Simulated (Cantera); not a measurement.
A Cantera script and what it prints.

```python
import numpy as np
import cantera as ct

gas_names = [...]  # 110 gases of nasa_gas.yaml made of C, F, H
cond_names = """
    C(gr) C6H6(L) C7H8(L) C8H18(L),n-octa
""".split()


# ... load() reads the species with a 1 bar reference pressure and builds the phases ...
atoms = {
    'CHF3': {'C': 1, 'H': 1, 'F': 3},
    'H2': {'H': 2},
}
top_T = {'C(gr)': 4500}  # K; cautious upper limits of use, not melting points


# ... equilibrate(T, P, feed) seeds the gas with the atoms and calls Mixture.equilibrate('TP', solver="vcs", rtol=1e-11, max_steps=5000) ...
results = []
feed = {'CHF3': 1, 'H2': 3.5}  # mol
P = 7.1  # Pa
for T in [3000, 3250, 3500, 3750, 4000, 4250, 4500, 4750, 5000]:
    mix = equilibrate(T, P, feed)
    results.append((T, P, feed, dict(zip(mix.species_names, mix.species_moles))))

top = {s: max(r[3][s] / sum(r[3][g] for g in gas_names) for r in results) for s in gas_names}
cols = sorted((s for s in top if top[s] > 0.0001), key=lambda s: -top[s])[:9]
seen = [c for c in cond_names if any(r[3].get(c, 0) > 1e-12 for r in results)]
print("log10 of partial pressures in bar; condensed amounts in mol")
print(f"{'T/K':>10s}" + "".join(f"{s[:9]:>10s}" for s in cols + seen))
for T, P, feed, n in results:
    ng = sum(n[g] for g in gas_names)
    print(f"{T:10.4g}" + "".join(f"{np.log10(max(n[s] / ng * P / 1e5, 1e-99)):10.3f}" for s in cols)
          + "".join(f"{n.get(c, 0):10.4g}" for c in seen))
```

It prints:

```
log10 of partial pressures in bar; condensed amounts in mol
       T/K         H         F         C        HF        C2        C3        CF  Electron        C+
      3000    -4.333    -4.836    -5.317    -5.358    -6.542    -6.571    -6.795   -10.177   -11.721
      3250    -4.327    -4.766    -5.236    -6.080    -7.200    -8.122    -7.390    -9.793   -10.483
      3500    -4.325    -4.754    -5.229    -6.751    -7.889    -9.641    -8.012    -9.377    -9.566
      3750    -4.325    -4.752    -5.228    -7.344    -8.497   -10.973    -8.565    -8.873    -8.914
      4000    -4.325    -4.751    -5.228    -7.865    -9.030   -12.142    -9.052    -8.380    -8.392
      4250    -4.325    -4.751    -5.229    -8.326    -9.502   -13.175    -9.484    -7.933    -7.940
      4500    -4.325    -4.751    -5.230    -8.737    -9.924   -14.097    -9.870    -7.533    -7.540
      4750    -4.325    -4.751    -5.233    -9.105   -10.305   -14.926   -10.217    -7.173    -7.182
      5000    -4.326    -4.752    -5.239    -9.438   -10.654   -15.682   -10.534    -6.849    -6.861
```

Cantera equilibrium calculation (NASA polynomials, part measured and part estimated; ideal gas, pure solids and liquids).
